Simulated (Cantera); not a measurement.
Charge: 1 mol C2H5OH, 0.15 mol O2, 24 mol N2, at 1 atm.

Method: chemical equilibrium by Gibbs-energy minimisation in Cantera with the NASA 1993 tables (ideal gas, pure condensed phases). Candidate condensed phases: C, C6H6, C7H8, C8H18, H2O; 136 gas species. Rates play no part. All values below are at 1123 K.

Base state: N2 0.849, H2 0.105, CO 0.0454, CH4 0.000328, H2O 0.000319, CO2 0.000126 (mole fractions); condensed: C(graphite).

Q: What changes in the equilibrium state with this change: O2 from 0.15 to 0.61 mol?

A: 
```
species             before    after
----------------  --------  -------
N2                   0.849    0.828
H2                   0.105   0.0987
CO                  0.0454   0.0660
CO2               0.000126  0.00289
H2O               0.000319  0.00472
C(graphite), mol     0.703        0
```
